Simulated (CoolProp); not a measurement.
Aqueous ethanol as a coolant, at 36 °C, 1 atm.

The numbers come from the Melinder's fits for secondary coolants in CoolProp.

```
mass %  freezing point (°C)  cp (kJ/(kg K))  viscosity (mPa s)  conductivity (W/(m K))  Prandtl number
------  -------------------  --------------  -----------------  ----------------------  --------------
3.5                    -1.4               …              0.797                   0.596            5.62
7.9                    -3.3           4.246              0.922                   0.563            6.95
12.2                   -5.6           4.286               1.06                   0.533            8.50
16.5                   -8.4           4.311               1.19                   0.503            10.2
20.8                  -11.8           4.315               1.32                   0.476            12.0
25.1                  -15.5           4.297               1.44                   0.449            13.7
29.4                  -19.6           4.258                  …                   0.424               …
33.7                  -23.7               …               1.59                   0.401               …
38.1                  -27.8               …               1.64                       …            17.9
42.4                  -31.6           4.064               1.66                   0.356            19.0
46.7                  -35.1           3.988               1.67                   0.336            19.8
51                    -38.3           3.905               1.66                       …            20.5
```

Problem. Some entries are withheld; supply them.

Solution. 
- 3.5, cp (kJ/(kg K)): 4.202
- 29.4, viscosity (mPa s): 1.53
- 29.4, Prandtl number: 15.3
- 33.7, cp (kJ/(kg K)): 4.203
- 33.7, Prandtl number: 16.7
- 38.1, cp (kJ/(kg K)): 4.136
- 38.1, conductivity (W/(m K)): 0.377
- 51, conductivity (W/(m K)): 0.316
